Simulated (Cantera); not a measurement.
Input: 1 mol SiO2, 5 mol CO, a varied amount of H2, held at 1575 K and 101000 Pa.

Points: n(H2) (mol) = 1.9, 2.2, 2.6, 3.1, 3.7, 4.4, 5.3, 6.2, 7.4, 8.8, 10.

Cantera's Mixture.equilibrate('TP', solver="vcs", rtol=1e-11, max_steps=5000) on the NASA tables stopped like this:

```
T = 1575 K  P = 101325 Pa  n(H2) = 1.9 mol  gas = 6.897 mol
   x: CO 7.244e-01  H2 2.750e-01
   condensed (mol): C(gr) 0.001559  SiO2(hqz) 0.9999
ERROR: FAILURE its = 5001!

*******************************************************************************
CanteraError thrown by MultiPhase::equilibrate:
VCS solver failed. Return code: -1
*******************************************************************************
```

Task: What got this run through?

Result: This is not unique; one that fits is The failure is numerical, not chemical. The same input converged with solver="gibbs", rtol=1e-10, max_steps=50000, and the result passed a check of the equilibrium conditions:
```
T = 1575 K  P = 101325 Pa  n(H2) = 1.9 mol  gas = 6.897 mol
   x: CO 7.244e-01  H2 2.750e-01
   condensed (mol): C(gr) 0.001559  SiO2(hqz) 0.9999
T = 1575 K  P = 101325 Pa  n(H2) = 2.2 mol  gas = 7.196 mol
   x: CO 6.943e-01  H2 3.051e-01
   condensed (mol): C(gr) 0.001363  SiO2(hqz) 0.9999
T = 1575 K  P = 101325 Pa  n(H2) = 2.6 mol  gas = 7.596 mol
   x: CO 6.577e-01  H2 3.416e-01
   condensed (mol): C(gr) 0.001054  SiO2(hqz) 0.9999
T = 1575 K  P = 101325 Pa  n(H2) = 3.1 mol  gas = 8.095 mol
   x: CO 6.172e-01  H2 3.821e-01
   condensed (mol): C(gr) 0.0006038  SiO2(hqz) 0.9998
T = 1575 K  P = 101325 Pa  n(H2) = 3.7 mol  gas = 8.694 mol
   x: CO 5.746e-01  H2 4.246e-01
   condensed (mol): SiO2(hqz) 0.9998
T = 1575 K  P = 101325 Pa  n(H2) = 4.4 mol  gas = 9.393 mol
   x: CO 5.318e-01  H2 4.674e-01
   condensed (mol): SiO2(hqz) 0.9998
T = 1575 K  P = 101325 Pa  n(H2) = 5.3 mol  gas = 10.29 mol
   x: H2 5.138e-01  CO 4.853e-01
   condensed (mol): SiO2(hqz) 0.9998
T = 1575 K  P = 101325 Pa  n(H2) = 6.2 mol  gas = 11.19 mol
   x: H2 5.528e-01  CO 4.463e-01
   condensed (mol): SiO2(hqz) 0.9998
T = 1575 K  P = 101325 Pa  n(H2) = 7.4 mol  gas = 12.39 mol
   x: H2 5.960e-01  CO 4.030e-01
   condensed (mol): SiO2(hqz) 0.9997
T = 1575 K  P = 101325 Pa  n(H2) = 8.8 mol  gas = 13.79 mol
   x: H2 6.369e-01  CO 3.621e-01
   condensed (mol): SiO2(hqz) 0.9997
T = 1575 K  P = 101325 Pa  n(H2) = 10 mol  gas = 14.99 mol
   x: H2 6.659e-01  CO 3.331e-01
   condensed (mol): SiO2(hqz) 0.9997
```

The gas is ideal and each condensed phase is pure. The tables hold silica as quartz up to 1696 K and as liquid above; real silica turns to tridymite and cristobalite and melts near 1996 K.
